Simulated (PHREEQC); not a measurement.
**Buffer**

A solution holds 0.0016 mol NaHCO3, 0.23 mol Na2SO4 and 0.00021 mol LiCl per kg of water, at 35 °C. Closed to the air; pH follows from the charge balance.

Model: ion-association model, phreeqc.dat, run in PHREEQC.

This is a speciation only: nothing precipitates in the calculation.

Q: Estimate the pH, ionic strength.

A: pH 7.64; ionic strength 0.555 mol/kgw.

Q: In which forms is C present?

A: HCO3- 87 %, NaHCO3 7.8 %, CO2 2.5 %, NaCO3- 1.7 %, CO3-2 0.7 % of the C.
